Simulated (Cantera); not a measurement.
Input: 1 mol Cu2O, a varied amount of CH4, 8.1 mol H2, equilibrated at 10.0 mbar.

These are equilibrium values from Cantera (NASA tables, ideal gas, pure condensed phases), not measurements of a reactor. Candidate condensed phases: C, C6H6, C7H8, C8H18, Cu, CuO, Cu(OH)2, Cu2O, H2O; 113 gas species. Equilibrium is a limit: real reactors are often held back by kinetics, nucleation or transport.

Q: What condenses at these points (T in K, n(CH4) in mol): (1773, 3.9); (1973, 1.1); (2273, 2.1); (1973, 0.85); (2373, 3.9); (2273, 0.63); (1673, 0.85)?

A: 
| T (K) | n(CH4) in mol | condensed phases | Cu condensed (%) |
|---|---|---|---|
| 1773 | 3.9 | C + Cu | 65.1 |
| 1973 | 1.1 | C | 0.0 |
| 2273 | 2.1 | C | 0.0 |
| 1973 | 0.85 | gas only | 0.0 |
| 2373 | 3.9 | C | 0.0 |
| 2273 | 0.63 | gas only | 0.0 |
| 1673 | 0.85 | Cu | 94.0 |
